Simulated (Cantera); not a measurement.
A Cantera script and what it prints.

```python
import numpy as np
import cantera as ct

gas_names = """
    CL CLF CLF3 CL2 F F2 N NF NF2 NF3 N2 Si SiCL SiCL2 SiCL3 SiCL4 SiF SiF2 SiF3 SiF4 SiN Si2 Si2N Si3
""".split()
cond_names = """
    Si(cr) Si(L) Si3N4(a)
""".split()


def load(file, names, dense=False):
    # The tables refer to 1 bar. Condensed volumes are neglected.
    table = {s.name: s for s in ct.Species.list_from_file(file)}
    out = []
    for n in names:
        d = dict(table[n].input_data)
        d["thermo"] = dict(d["thermo"], **{"reference-pressure": 1e5})
        if dense:
            d["equation-of-state"] = {"model": "constant-volume", "density": "1e6 g/cm^3"}
        out.append(ct.Species.from_dict(d))
    return out


gas = ct.Solution(thermo="ideal-gas", species=load("nasa_gas.yaml", gas_names))
cond = {s.name: ct.Solution(thermo="fixed-stoichiometry", species=[s], name=s.name)
        for s in load("nasa_condensed.yaml", cond_names, dense=True)}
atoms = {
    'Si': {'Si': 1},
    'Cl2': {'CL': 2},
    'N2': {'N': 2},
    'NF3': {'N': 1, 'F': 3},
}
top_T = {'Si3N4(a)': 2400}  # K; cautious upper limits of use, not melting points


def equilibrate(T, P, feed):
    n = {}
    for name, mol in feed.items():
        for a, k in atoms[name].items():
            n[a] = n.get(a, 0.0) + k * mol
    gas.TPX = T, P, n
    mass = sum(n.values()) * gas.mean_molecular_weight
    gas.equilibrate("TP")
    valid = [c for c in cond.values() if c.min_temp <= T <= top_T.get(c.name, c.max_temp)]
    mix = ct.Mixture([(gas, mass / gas.mean_molecular_weight)] + [(c, 0.0) for c in valid])
    mix.T, mix.P = T, P
    mix.equilibrate("TP", solver="vcs", rtol=1e-11, max_steps=5000)
    return mix


results = []
feed = {'Si': 1, 'Cl2': 3.1, 'N2': 10, 'NF3': 5}  # mol
T = 823.15  # K
P = 20  # Pa
mix = equilibrate(T, P, feed)
results.append((T, P, feed, dict(zip(mix.species_names, mix.species_moles))))
print(gas.report(threshold=0.0001))
for i in range(1, mix.n_phases):
    print(f"{mix.phase(i).name:16s} {mix.phase_moles(i):12.5e} mol")
```

Result:

```
       temperature   823.15 K
          pressure   20 Pa
           density   0.00010843 kg/m^3
  mean mol. weight   37.106 kg/kmol
   phase of matter   gas

                          1 kg             1 kmol
                     ---------------   ---------------
          enthalpy       -1.4116e+06        -5.238e+07  J
   internal energy       -1.5961e+06       -5.9224e+07  J
           entropy            8404.5        3.1185e+05  J/K
    Gibbs function       -8.3298e+06       -3.0908e+08  J
 heat capacity c_p            928.72             34461  J/K
 heat capacity c_v            704.65             26146  J/K

                      mass frac. Y      mole frac. X     chem. pot. / RT
                     ---------------   ---------------   ---------------
               CLF            0.3823           0.26053           -44.968
                 F           0.07306           0.14269           -18.972
                F2          0.030199          0.029491           -37.945
                N2           0.39656           0.52526           -33.547
              SiF4           0.11787          0.042021           -285.51
     [  +19 minor]        1.9469e-05        1.0247e-05

Si(cr)            0.00000e+00 mol
Si3N4(a)          0.00000e+00 mol
```

Cantera equilibrium calculation (NASA polynomials, part measured and part estimated; ideal gas, pure solids and liquids).
